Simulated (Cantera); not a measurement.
Feed: 1 mol SiH2Cl2, 0.11 mol NH3.

Equilibrium computed with Cantera from the NASA thermochemical tables; the gas is ideal and each condensed phase is pure. Candidate condensed phases: NH4Cl, Si, Si3N4; 28 gas species. Mutual solubility and eutectic melting of coexisting phases are not modelled. The tables' values for SiCl3 are old estimates. Kinetics and transport are ignored.

### Question
What condenses at these points (T in K, P in Pa): (1473, 5900); (1673, 21); (1473, 21); (873, 100000); (1273, 21); (1973, 5)?

### Answer
```tsv
T (K)	P in Pa	condensed phases	Si condensed (%)
1473	5900	Si + Si3N4	32.1
1673	21	Si	22.0
1473	21	Si	24.1
873	100000	Si + Si3N4	46.0
1273	21	Si + Si3N4	28.5
1973	5	gas only	0.0
```
